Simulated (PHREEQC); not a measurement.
Dissolve 0.21 mol NH3, 0.0012 mol H4SiO4 and 0.00048 mol K3PO4 per kg of water at 45 °C. Closed to the air; pH follows from the charge balance.

All values are PHREEQC results (ion-association model, phreeqc.dat), not measurements.

**Question.** The ionic strength comes out as 0.00446 mol/kgw. What activity coefficients do HPO4-2, H2SiO4-2, K+, NH4+, PO4-3 get?

**Answer.** HPO4-2 0.75, H2SiO4-2 0.75, K+ 0.93, NH4+ 0.93, PO4-3 0.51.

No solid was allowed to form. Species that the database lacks are ignored. Away from 25 °C the constants follow the database's enthalpies or fits; those with neither stay at their 25 °C values.
